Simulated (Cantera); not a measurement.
Reactions in the system H-N-O-V

Source: NASA polynomial tables (part measured, part estimated), evaluated in Cantera. Values are per mole of reaction as written; species without (g) are pure solids or liquids, kept so even where they would boil at 1 bar. VN: taken at fixed stoichiometry.

V₂O₅ + 5 H(g) + N₂(g) = 5 OH(g) + 2 VN

```tsv
T (K)	ΔH° (kJ)	ΔS° (J/K)	ΔG° (kJ)	log10 K	condensed phases
300	223.0	97.2	193.8	-33.74	V₂O₅(s), VN(s)
1550	88.2	-61.7	183.9	-6.20	V₂O₅(l), VN(s)
1600	86.0	-63.1	187.0	-6.10	V₂O₅(l), VN(s)
1650	83.9	-64.4	190.2	-6.02	V₂O₅(l), VN(s)
1700	81.9	-65.6	193.4	-5.94	V₂O₅(l), VN(s)
1750	80.0	-66.7	196.7	-5.87	V₂O₅(l), VN(s)
1800	78.2	-67.7	200.1	-5.81	V₂O₅(l), VN(s)
1850	76.4	-68.7	203.5	-5.75	V₂O₅(l), VN(s)
1900	74.7	-69.6	207.0	-5.69	V₂O₅(l), VN(s)
1950	73.2	-70.4	210.5	-5.64	V₂O₅(l), VN(s)
2000	71.7	-71.2	214.0	-5.59	V₂O₅(l), VN(s)
```

V + NO₂(g) = VN + 2 O(g)

```json
[
 {"T (K)": "300", "ΔH° (kJ)": "247.0", "ΔS° (J/K)": "90.4", "ΔG° (kJ)": "219.9", "log10 K": "-38.29"},
 {"T (K)": "1550", "ΔH° (kJ)": "264.4", "ΔS° (J/K)": "115.7", "ΔG° (kJ)": "85.1", "log10 K": "-2.87"},
 {"T (K)": "1600", "ΔH° (kJ)": "264.9", "ΔS° (J/K)": "116.0", "ΔG° (kJ)": "79.3", "log10 K": "-2.59"},
 {"T (K)": "1650", "ΔH° (kJ)": "265.3", "ΔS° (J/K)": "116.3", "ΔG° (kJ)": "73.5", "log10 K": "-2.33"},
 {"T (K)": "1700", "ΔH° (kJ)": "265.7", "ΔS° (J/K)": "116.5", "ΔG° (kJ)": "67.6", "log10 K": "-2.08"},
 {"T (K)": "1750", "ΔH° (kJ)": "266.2", "ΔS° (J/K)": "116.8", "ΔG° (kJ)": "61.8", "log10 K": "-1.84"},
 {"T (K)": "1800", "ΔH° (kJ)": "266.6", "ΔS° (J/K)": "117.0", "ΔG° (kJ)": "56.0", "log10 K": "-1.62"},
 {"T (K)": "1850", "ΔH° (kJ)": "267.0", "ΔS° (J/K)": "117.2", "ΔG° (kJ)": "50.1", "log10 K": "-1.41"},
 {"T (K)": "1900", "ΔH° (kJ)": "267.3", "ΔS° (J/K)": "117.4", "ΔG° (kJ)": "44.2", "log10 K": "-1.22"},
 {"T (K)": "1950", "ΔH° (kJ)": "267.7", "ΔS° (J/K)": "117.6", "ΔG° (kJ)": "38.4", "log10 K": "-1.03"},
 {"T (K)": "2000", "ΔH° (kJ)": "268.0", "ΔS° (J/K)": "117.8", "ΔG° (kJ)": "32.5", "log10 K": "-0.85"}
]
```

2 N₂O(g) + 5 V = 4 VN + VO₂(g)

```csv
T (K),ΔH° (kJ),ΔS° (J/K),ΔG° (kJ),log10 K
300,-1264.4,-170.3,-1213.3,211.26
1550,-1255.5,-159.3,-1008.6,33.99
1600,-1255.5,-159.3,-1000.7,32.67
1650,-1255.6,-159.4,-992.7,31.43
1700,-1255.8,-159.4,-984.7,30.26
1750,-1256.0,-159.6,-976.7,29.15
1800,-1256.3,-159.7,-968.8,28.11
1850,-1256.6,-159.9,-960.8,27.13
1900,-1257.1,-160.2,-952.8,26.19
1950,-1257.6,-160.4,-944.8,25.31
2000,-1258.2,-160.8,-936.7,24.46
```
